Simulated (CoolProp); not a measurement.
A single-stage vapour-compression cycle with the fluid: evaporating at 247.15 K (dew point), condensing at 287.15 K (bubble point), superheat 10 K, subcooling 5 K, compressor efficiency 0.8, no pressure losses. The same conditions are run with several fluids, on thermodynamics alone (safety and materials aside).

Model: reference Helmholtz-energy equation of state of each fluid (R236FA: Pan 2012; C3F8 (R218): Lemmon 2006; R245fa: Akasaka 2015; ethane: Bücker 2006; ammonia: Gao 2020; propylene: Lemmon 2013), in CoolProp.

Task: Rank R236FA, C3F8 (R218), R245fa, ethane, ammonia, propylene by cooling COP, highest first.

Result: R245fa (4.44), R236FA (4.34), propylene (4.27), ammonia (4.16), C3F8 (R218) (3.95), ethane (3.59)

| fluid | pressure ratio | discharge temperature (K) | refrigerating effect (kJ/kg) | volumetric capacity (kJ/m³) |
|---|---|---|---|---|
| R236FA | 5.75 | 300.7 | 137 | 320 |
| C3F8 (R218) | 3.96 | 289.3 | 71.9 | 1080 |
| R245fa | 6.95 | 308.5 | 182 | 161 |
| ethane | 2.76 | 321.6 | 286 | 5750 |
| ammonia | 4.87 | 394.4 | 1210 | 1430 |
| propylene | 3.53 | 319.1 | 344 | 1770 |
